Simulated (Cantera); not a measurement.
**Thermodynamics of carbothermic reduction, feed Fe₂O₃ + CH₄ + CO**

Charge: 1 mol Fe₂O₃, 3.2 mol CH₄, 0.15 mol CO, equilibrated at 0.530 bar.

Equilibrium computed with Cantera from the NASA thermochemical tables; the gas is ideal and each condensed phase is pure. Candidate condensed phases: C, C₆H₆, C₇H₈, C₈H₁₈, Fe, Fe(CO)₅, FeO, Fe(OH)₂, Fe(OH)₃, Fe₂O₃, Fe₃O₄, H₂O; 114 gas species. Iron dissolves carbon and melts from about 1420 K in contact with it, which pure phases cannot show. Condensed phases not in the tables: cementite and carbon dissolved in iron. Kinetics and transport are ignored.

From 1348 K to 1648 K the condensed part is C(graphite) + Fe(γ). At 1748 K the condensed part is C(graphite) + Fe(δ). From 1848 K to 2448 K the condensed part is C(graphite) + Fe(l).

```json
[
 {"T (K)": "1348", "log p H₂": "-0.45", "log p CO": "-0.76", "log p Fe": "-8.39", "log p H": "-5.86", "log p C₂H₂ (acetylene)": "-6.37", "log p CH₄": "-3.14", "log p H₂O": "-3.44", "n C(graphite)": "0.195", "n Fe(γ)": "2.00", "n Fe(δ)": "0", "n Fe(l)": "0"},
 {"T (K)": "1448", "log p H₂": "-0.45", "log p CO": "-0.76", "log p Fe": "-7.32", "log p H": "-5.26", "log p C₂H₂ (acetylene)": "-5.77", "log p CH₄": "-3.38", "log p H₂O": "-3.80", "n C(graphite)": "0.196", "n Fe(γ)": "2.00", "n Fe(δ)": "0", "n Fe(l)": "0"},
 {"T (K)": "1548", "log p H₂": "-0.45", "log p CO": "-0.76", "log p Fe": "-6.39", "log p H": "-4.74", "log p C₂H₂ (acetylene)": "-5.25", "log p CH₄": "-3.59", "log p H₂O": "-4.12", "n C(graphite)": "0.197", "n Fe(γ)": "2.00", "n Fe(δ)": "0", "n Fe(l)": "0"},
 {"T (K)": "1648", "log p H₂": "-0.45", "log p CO": "-0.76", "log p Fe": "-5.58", "log p H": "-4.28", "log p C₂H₂ (acetylene)": "-4.80", "log p CH₄": "-3.77", "log p H₂O": "-4.39", "n C(graphite)": "0.197", "n Fe(γ)": "2.00", "n Fe(δ)": "0", "n Fe(l)": "0"},
 {"T (K)": "1748", "log p H₂": "-0.45", "log p CO": "-0.76", "log p Fe": "-4.87", "log p H": "-3.87", "log p C₂H₂ (acetylene)": "-4.40", "log p CH₄": "-3.94", "log p H₂O": "-4.64", "n C(graphite)": "0.197", "n Fe(γ)": "0", "n Fe(δ)": "2.00", "n Fe(l)": "0"},
 {"T (K)": "1848", "log p H₂": "-0.45", "log p CO": "-0.76", "log p Fe": "-4.24", "log p H": "-3.50", "log p C₂H₂ (acetylene)": "-4.04", "log p CH₄": "-4.08", "log p H₂O": "-4.85", "n C(graphite)": "0.195", "n Fe(γ)": "0", "n Fe(δ)": "0", "n Fe(l)": "2.00"},
 {"T (K)": "1948", "log p H₂": "-0.45", "log p CO": "-0.76", "log p Fe": "-3.70", "log p H": "-3.17", "log p C₂H₂ (acetylene)": "-3.72", "log p CH₄": "-4.21", "log p H₂O": "-5.05", "n C(graphite)": "0.192", "n Fe(γ)": "0", "n Fe(δ)": "0", "n Fe(l)": "2.00"},
 {"T (K)": "2048", "log p H₂": "-0.45", "log p CO": "-0.76", "log p Fe": "-3.21", "log p H": "-2.88", "log p C₂H₂ (acetylene)": "-3.43", "log p CH₄": "-4.33", "log p H₂O": "-5.22", "n C(graphite)": "0.186", "n Fe(γ)": "0", "n Fe(δ)": "0", "n Fe(l)": "1.99"},
 {"T (K)": "2148", "log p H₂": "-0.45", "log p CO": "-0.76", "log p Fe": "-2.77", "log p H": "-2.61", "log p C₂H₂ (acetylene)": "-3.17", "log p CH₄": "-4.44", "log p H₂O": "-5.38", "n C(graphite)": "0.175", "n Fe(γ)": "0", "n Fe(δ)": "0", "n Fe(l)": "1.97"},
 {"T (K)": "2248", "log p H₂": "-0.46", "log p CO": "-0.76", "log p Fe": "-2.37", "log p H": "-2.36", "log p C₂H₂ (acetylene)": "-2.94", "log p CH₄": "-4.54", "log p H₂O": "-5.53", "n C(graphite)": "0.157", "n Fe(γ)": "0", "n Fe(δ)": "0", "n Fe(l)": "1.92"},
 {"T (K)": "2348", "log p H₂": "-0.47", "log p CO": "-0.77", "log p Fe": "-2.01", "log p H": "-2.14", "log p C₂H₂ (acetylene)": "-2.73", "log p CH₄": "-4.64", "log p H₂O": "-5.68", "n C(graphite)": "0.130", "n Fe(γ)": "0", "n Fe(δ)": "0", "n Fe(l)": "1.82"},
 {"T (K)": "2448", "log p H₂": "-0.48", "log p CO": "-0.78", "log p Fe": "-1.68", "log p H": "-1.94", "log p C₂H₂ (acetylene)": "-2.55", "log p CH₄": "-4.75", "log p H₂O": "-5.82", "n C(graphite)": "0.0904", "n Fe(γ)": "0", "n Fe(δ)": "0", "n Fe(l)": "1.60"}
]
```
log p: log10 of the partial pressure in bar; n: condensed amount in mol.
